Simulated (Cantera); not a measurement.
# Boron, boron nitride and boron oxide: B2H6 + H2O

A closed system holds: 1 mol B2H6, 4.6 mol H2O, held at 925 K and 0.0320 bar.

These are equilibrium values from Cantera (NASA tables, ideal gas, pure condensed phases), not measurements of a reactor. Candidate condensed phases: B, B2O3, B3O3H3, H2O; 23 gas species. The feed counts by its element totals alone. Gases not in the tables: H3BO3. The numbers say what is thermodynamically allowed, not how fast it happens.

```yaml
x(H2): 0.790
x(H2O): 0.210
x((HBO2)3): 0.000716
x(HBO2): 1.22e-5
n(B2O3(l)): 0.992 mol
gas_amount: 7.597 mol
log10 activity of B(s) (absent): -11.70
log10 activity of B3O3H3(s) (absent): -19.92
```
